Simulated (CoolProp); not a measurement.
50 sccm (0 °C, 1 atm) of nitrogen bubbles through liquid dimethyl carbonate at 283 K and leaves saturated at a total pressure of 0.0723 MPa (ideal gas phase). Each further row changes one setting.

Computed with CoolProp (reference Helmholtz-energy equation of state, Zhou 2011).

| case | vapour pressure (kPa) | mole fraction of vapour | delivery (mg/min) | delivery (sccm) | change of delivery for a bath 1 K warmer (%) |
|---|---|---|---|---|---|
| as stated | 3.17 | 0.0439 | 9.23 | 2.30 | 6.3 |
| bath temperature 288 K | 4.22 | 0.0584 | 12.5 | 3.10 | 6.1 |
| total pressure 0.145 MPa | 3.17 | 0.0219 | 4.50 | 1.12 | 6.1 |
